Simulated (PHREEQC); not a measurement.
0.41 g of hydrous ferric oxide (600 m²/g; 0.2 weak and 0.005 strong sites per Fe, Dzombak-Morel constants, diffuse double layer) in 1 kg of water with 0.005 mol/kgw of an inert sodium salt and 4.6e-06 mol MnCl2 and 4.7e-05 mol Ag2SO4, at 25 °C; the pH is set by adding NaOH or the inert anion's acid. No oxygen is let in. No CO2 enters from the air. Nothing may precipitate in this run.

Base run: PHREEQC, ion-association model, wateq4f.dat. Each further column changes one thing. The table gives Ag sorbed (%).

| pH | base | no electrostatic term (-no_edl) | background salt from 0.005 to 0.0005 mol/kgw | oxide from 0.41 to 2 g/kgw | 0.0021 mol/kgw NiCl2 added |
|---|---|---|---|---|---|
| 4 | 0.2 | 0.0 | 0.3 | ___ | 0.0 |
| 5 | 2.3 | 0.0 | 2.6 | ___ | 0.1 |
| 5.5 | 6.2 | 0.2 | ___ | 26.0 | 0.2 |
| 6.5 | 18.9 | ___ | 19.1 | 67.3 | 0.1 |
| 7.5 | 29.1 | 27.0 | 29.4 | 91.9 | 0.3 |
| 8.5 | 61.3 | ___ | 62.2 | 98.9 | 0.4 |
| 9 | 81.1 | 72.9 | ___ | 99.6 | 0.5 |
| 10 | 97.5 | 81.2 | 97.6 | ___ | 1.3 |

Task: What belongs in the gaps?

Result: 
- 4, oxide from 0.41 to 2 g/kgw: 0.9
- 5, oxide from 0.41 to 2 g/kgw: 10.7
- 5.5, background salt from 0.005 to 0.0005 mol/kgw: 6.7
- 6.5, no electrostatic term (-no_edl): 8.7
- 8.5, no electrostatic term (-no_edl): 59.5
- 9, background salt from 0.005 to 0.0005 mol/kgw: 81.7
- 10, oxide from 0.41 to 2 g/kgw: 100.0

In at least one series the solution becomes supersaturated in solids that the run did not let form, among them Cerargyrite.
